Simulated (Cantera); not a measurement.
Hydrocarbon pyrolysis for carbon deposition

An isothermal, constant-pressure homogeneous reactor starts with C₂H₄ : H₂ : H₂O = 1 : 6.8 : 0.051 (molar parts), at 1750 K and 21.0 Torr.

Cantera simulation using GRI-Mech 3.0 (53 species, 325 reactions); the numbers are that mechanism's predictions, not measurements. GRI-Mech 3.0 was tuned for natural gas; its chemistry of ethylene as a main component is partial and can be far from experiment. GRI-Mech 3.0 stops at C3 and has no aromatics, soot or wall deposition, so with more carbon than oxygen in the feed, carbon stays in small species such as C2H2 where larger ones or solid carbon would form. Radical loss at walls, strong at low pressure, is not modelled.

```
t (s)       x C₂H₄   x H₂   x C₂H₆    x CH₃       x H    x CH₂     x C₂H
--------  --------  -----  -------  -------  --------  -------  --------
0.000300     0.125  0.866  3.25e-8  5.59e-9   6.00e-6  1.05e-9  1.15e-10
0.000663     0.121  0.867  6.94e-8  1.28e-8   1.32e-5  2.40e-9  5.65e-10
0.00147      0.114  0.868  1.38e-7  2.73e-8   2.84e-5  4.96e-9   2.73e-9
0.00324     0.0973  0.870  2.23e-7  5.03e-8   5.41e-5  8.22e-9   1.17e-8
0.00717     0.0655  0.873  2.18e-7  7.01e-8   7.98e-5  8.61e-9   3.52e-8
0.0158      0.0254  0.878  1.09e-7  9.18e-8  0.000108  6.00e-9   7.80e-8
0.0350     0.00198  0.881  1.51e-8  2.14e-7  0.000224  4.68e-9   1.99e-7
0.0775    0.000100  0.881  1.37e-9  1.10e-6  0.000689  7.53e-9   6.21e-7
0.171      9.29e-5  0.880  1.67e-9  5.86e-6   0.00121  1.67e-8   1.09e-6
0.379      9.16e-5  0.880  3.45e-9  1.82e-5   0.00133  3.72e-8   1.19e-6
0.837      9.12e-5  0.880  1.09e-8  3.94e-5   0.00132  6.96e-8   1.18e-6
1.85       9.07e-5  0.880  2.45e-8  6.13e-5   0.00131  1.01e-7   1.16e-6
4.09       9.00e-5  0.881  2.27e-8  5.88e-5   0.00131  9.48e-8   1.14e-6
9.05       8.95e-5  0.883  9.33e-9  3.59e-5   0.00131  5.76e-8   1.14e-6
20.0       8.94e-5  0.883  4.17e-9  2.12e-5   0.00132  3.41e-8   1.14e-6
```
x: mole fraction; the columns are a selection and need not sum to one.

Equilibrium at this temperature and pressure: C₂H₄ 8.94e-5, H₂ 0.883, C₂H₆ 3.75e-9, CH₃ 1.95e-5, H 0.00132, CH₂ 3.14e-8, C₂H 1.14e-6 (gas phase only).
